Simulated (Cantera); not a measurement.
A freely propagating, adiabatic, planar premixed flame of CO : H2 : O2 : N2 = 1 : 0.089 : 0.389 : 1.46 (molar parts), unburnt at 675 K and 5.00 bar; mixture-averaged transport, grid criteria slope 0.08 and curve 0.16, no radiation.

Detailed kinetics in Cantera: GRI-Mech 3.0 (53 species, 325 reactions). The hydrogen kinetics of GRI-Mech 3.0 are dated; newer H2 mechanisms differ, most at raised pressure. Burning velocities carry a grid error of a few per cent, more on coarse grids.

**Question.** How do the results move with these cheaper or finer settings: unity-Lewis-number transport; multicomponent transport; multicomponent+Soret transport; grid criteria slope 0.5, curve 1; grid criteria slope 0.25, curve 0.5; grid criteria slope 0.03, curve 0.06?

**Answer.** 
| setting | laminar burning velocity | thermal thickness | peak x(OH) | peak x(H) | grid points |
|---|---|---|---|---|---|
| as above | 202 cm/s | 0.116 mm | 0.00608 | 0.00958 | 116 |
| unity-Lewis-number transport | 157 cm/s | 0.101 mm | 0.00631 | 0.0107 | 115 |
| multicomponent transport | 201 cm/s | 0.116 mm | 0.00608 | 0.00954 | 116 |
| multicomponent+Soret transport | 193 cm/s | 0.117 mm | 0.00602 | 0.00937 | 116 |
| grid criteria slope 0.5, curve 1 | 217 cm/s | 0.142 mm | 0.00614 | 0.00993 | 36 |
| grid criteria slope 0.25, curve 0.5 | 211 cm/s | 0.128 mm | 0.00616 | 0.00982 | 50 |
| grid criteria slope 0.03, curve 0.06 | 202 cm/s | 0.113 mm | 0.00608 | 0.00957 | 267 |
The base run took roughly 14 core-seconds.
Unity Lewis numbers drop preferential diffusion, which matters most where H2 and H carry the flame; Soret adds thermal diffusion.
